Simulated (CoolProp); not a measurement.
Vapour-liquid equilibrium of R13 (1) + propylene (2) at 230 kPa; x and y are mole fractions of (1).

The numbers come from the multi-fluid Helmholtz-energy mixture model, Platzer 1990 and Lemmon 2013; pair parameters Bell 2016 in CoolProp. This equation is an older, rougher fit; its heat capacities, sound speeds and derivatives of the liquid may be far off and weren't checked against measurements.

Question: Give the bubble temperature and the first vapour's composition at x = 0.2, 0.35, 0.8. Is there an azeotrope?

Answer: x = 0.2: 226.1 K, y = 0.611; x = 0.35: 219.8 K, y = 0.747; x = 0.8: 211.2 K, y = 0.920. No azeotrope shows between x = 0.05 and 0.95.

Pair parameters are fitted to limited data, so mixtures are less certain than the pure fluids.
